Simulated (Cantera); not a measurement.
Input (Python, Cantera) and output of one run.

```python
import numpy as np
import cantera as ct

gas_names = """
    H H2 N NH NH2 NH3 N2 N2H2 N2H4 Si SiH SiH2 SiH3 SiH4 SiN Si2 Si2N Si3
""".split()
cond_names = """
    Si(cr) Si(L) Si3N4(a)
""".split()


def load(file, names, dense=False):
    # The tables refer to 1 bar. Condensed volumes are neglected.
    table = {s.name: s for s in ct.Species.list_from_file(file)}
    out = []
    for n in names:
        d = dict(table[n].input_data)
        d["thermo"] = dict(d["thermo"], **{"reference-pressure": 1e5})
        if dense:
            d["equation-of-state"] = {"model": "constant-volume", "density": "1e6 g/cm^3"}
        out.append(ct.Species.from_dict(d))
    return out


gas = ct.Solution(thermo="ideal-gas", species=load("nasa_gas.yaml", gas_names))
cond = {s.name: ct.Solution(thermo="fixed-stoichiometry", species=[s], name=s.name)
        for s in load("nasa_condensed.yaml", cond_names, dense=True)}
atoms = {
    'SiH4': {'Si': 1, 'H': 4},
    'NH3': {'N': 1, 'H': 3},
    'H2': {'H': 2},
}
top_T = {'Si3N4(a)': 2400}  # K; cautious upper limits of use, not melting points


def equilibrate(T, P, feed):
    n = {}
    for name, mol in feed.items():
        for a, k in atoms[name].items():
            n[a] = n.get(a, 0.0) + k * mol
    gas.TPX = T, P, n
    mass = sum(n.values()) * gas.mean_molecular_weight
    gas.equilibrate("TP")
    valid = [c for c in cond.values() if c.min_temp <= T <= top_T.get(c.name, c.max_temp)]
    mix = ct.Mixture([(gas, mass / gas.mean_molecular_weight)] + [(c, 0.0) for c in valid])
    mix.T, mix.P = T, P
    mix.equilibrate("TP", solver="vcs", rtol=1e-11, max_steps=5000)
    return mix


results = []
feed = {'SiH4': 1, 'NH3': 26, 'H2': 88}  # mol
P = 1333.22  # Pa
for T in [775, 875, 975, 1075, 1175, 1275, 1375, 1475, 1575, 1675, 1775, 1875, 1975]:
    mix = equilibrate(T, P, feed)
    results.append((T, P, feed, dict(zip(mix.species_names, mix.species_moles))))

top = {s: max(r[3][s] / sum(r[3][g] for g in gas_names) for r in results) for s in gas_names}
cols = sorted((s for s in top if top[s] > 1e-05), key=lambda s: -top[s])[:8]
seen = [c for c in cond_names if any(r[3].get(c, 0) > 1e-12 for r in results)]
print("log10 of partial pressures in bar; condensed amounts in mol")
print(f"{'T/K':>10s}" + "".join(f"{s[:9]:>10s}" for s in cols + seen))
for T, P, feed, n in results:
    ng = sum(n[g] for g in gas_names)
    print(f"{T:10.4g}" + "".join(f"{np.log10(max(n[s] / ng * P / 1e5, 1e-99)):10.3f}" for s in cols)
          + "".join(f"{n.get(c, 0):10.4g}" for c in seen))
```

Result:

```
log10 of partial pressures in bar; condensed amounts in mol
       T/K        H2        N2         H        Si       SiH      SiH2      Si2N       Si2     Si(L)  Si3N4(a)
       775    -1.915    -2.934   -12.961   -31.565   -29.527   -24.621   -39.955   -47.892         0    0.3333
       875    -1.915    -2.934   -11.257   -26.188   -24.735   -20.839   -33.078   -39.542         0    0.3333
       975    -1.915    -2.934    -9.899   -21.919   -20.932   -17.835   -27.620   -32.914         0    0.3333
      1075    -1.915    -2.934    -8.791   -18.449   -17.843   -15.392   -23.186   -27.528         0    0.3333
      1175    -1.915    -2.934    -7.869   -15.575   -15.285   -13.367   -19.516   -23.067         0    0.3333
      1275    -1.915    -2.934    -7.090   -13.155   -13.133   -11.662   -16.429   -19.314         0    0.3333
      1375    -1.915    -2.934    -6.423   -11.092   -11.299   -10.208   -13.798   -16.114         0    0.3333
      1475    -1.915    -2.934    -5.844    -9.312    -9.717    -8.953   -11.531   -13.355         0    0.3333
      1575    -1.915    -2.934    -5.339    -7.761    -8.340    -7.860    -9.558   -10.953         0    0.3332
      1675    -1.915    -2.934    -4.893    -6.399    -7.131    -6.900    -7.827    -8.844         0    0.3311
      1775    -1.918    -2.914    -4.497    -5.659    -6.529    -6.519    -7.218    -7.911    0.9682         0
      1875    -1.920    -2.915    -4.143    -5.043    -6.036    -6.223    -6.775    -7.168    0.8802         0
      1975    -1.923    -2.917    -3.825    -4.490    -5.595    -5.960    -6.379    -6.501    0.5925         0
```

Cantera equilibrium calculation (NASA polynomials, part measured and part estimated; ideal gas, pure solids and liquids). The tables' values for SiN are old estimates; treat these amounts as uncertain. Gases not in the tables: Si2H6 and higher silanes.
